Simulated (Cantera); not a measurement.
Cantera run, input and output.

```python
import numpy as np
import cantera as ct

gas = ct.Solution("gri30.yaml")
gas.TPX = 973, 320, {'H2': 0.014, 'O2': 1, 'H2O': 0.055}
reactor = ct.IdealGasConstPressureReactor(gas, energy="off", clone=False)
net = ct.ReactorNet([reactor])
net.rtol, net.atol = 1e-08, 1e-18
show = ['H2', 'O2', 'H2O2', 'H', 'H2O', 'HO2', 'OH']
times = np.geomspace(0.0004, 1, 12)

steps = ct.SolutionArray(gas, extra=["t"])
rows = []
print(f"{'t/s':>10s}{'T/K':>9s}{'P/Pa':>11s}" + "".join(f"{s:>11s}" for s in show))
for t in times:
    while net.time < t:
        t_next = net.step()
        steps.append(gas.state, t=t_next)
    rows.append([np.interp(t, steps.t, y) for y in (steps.T, steps.P, *steps(*show).X.T)])
    print(f"{t:10.3e}{rows[-1][0]:9.1f}{rows[-1][1]:11.4g}" + "".join(f"{x:11.3e}" for x in rows[-1][2:]))
rate = np.gradient(steps.T, steps.t)
print("integrator steps:", len(steps.t))
if steps.T.max() > steps.T[0] + 200:
    print(f"time of steepest temperature rise: {steps.t[rate.argmax()]:.4e} s")
gas.TPX = 973, 320, {'H2': 0.014, 'O2': 1, 'H2O': 0.055}
gas.equilibrate("TP")
print(f"equilibrium (TP): T = {gas.T:.1f} K  " + "  ".join(f"{s} {gas[s].X[0]:.3e}" for s in show))
```

It prints:

```
       t/s      T/K       P/Pa         H2         O2       H2O2          H        H2O        HO2         OH
 4.000e-04    973.0        320  1.310e-02  9.355e-01  2.514e-17  4.153e-12  5.145e-02  5.378e-12  1.241e-12
 8.146e-04    973.0        320  1.310e-02  9.355e-01  1.043e-16  7.031e-12  5.145e-02  1.097e-11  4.129e-12
 1.659e-03    973.0        320  1.310e-02  9.355e-01  4.329e-16  1.166e-11  5.145e-02  2.238e-11  1.231e-11
 3.379e-03    973.0        320  1.310e-02  9.355e-01  1.801e-15  2.223e-11  5.145e-02  4.576e-11  3.506e-11
 6.881e-03    973.0        320  1.310e-02  9.355e-01  7.512e-15  6.210e-11  5.145e-02  9.419e-11  1.213e-10
 1.401e-02    973.0        320  1.310e-02  9.355e-01  3.193e-14  3.981e-10  5.145e-02  2.033e-10  8.447e-10
 2.854e-02    973.0        320  1.310e-02  9.355e-01  1.855e-13  1.551e-08  5.145e-02  1.016e-09  3.337e-08
 5.813e-02    973.0        320  1.292e-02  9.353e-01  2.558e-10  2.626e-05  5.158e-02  7.200e-07  5.371e-05
 1.184e-01    973.0        320  5.416e-04  9.271e-01  3.074e-08  2.120e-03  6.255e-02  1.743e-06  9.204e-04
 2.411e-01    973.0        320  2.213e-04  9.297e-01  2.563e-08  1.065e-03  6.366e-02  1.499e-06  6.737e-04
 4.910e-01    973.0        320  1.097e-04  9.324e-01  2.580e-08  3.685e-04  6.434e-02  1.189e-06  4.700e-04
 1.000e+00    973.0        320  3.977e-05  9.340e-01  2.405e-08  8.071e-05  6.471e-02  7.797e-07  2.819e-04
integrator steps: 807
equilibrium (TP): T = 973.0 K  H2 4.570e-11  O2 9.350e-01  H2O2 7.017e-12  H 1.301e-13  H2O 6.497e-02  HO2 3.510e-10  OH 3.301e-07
```

Model: GRI-Mech 3.0 (53 species, 325 reactions), integrated in Cantera. Radical loss at walls, strong at low pressure, is not modelled.
